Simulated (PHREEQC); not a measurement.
Model water analysis in mg/kgw, 25 °C, pH 1.97, pe 9.5: Na 2180; K 97.6; Ca 135; Mg 326; Cl 207; S(6) as SO4 6900; Zn 69.2.

Cl is adjusted to close the charge balance.
Valence states are taken as typed.

Model: ion-association model, phreeqc.dat, run in PHREEQC.

This is a speciation only: nothing precipitates in the calculation.

### Question
Order these S species by the share of S that they hold, largest first: MgSO4, SO4-2, HSO4-, CaSO4, NaSO4-.

### Answer
SO4-2 (56 %), HSO4- (24 %), MgSO4 (9.3 %), NaSO4- (7.7 %), CaSO4 (1.9 %)

The pH is 1.97 and the ionic strength 0.173 mol/kgw.
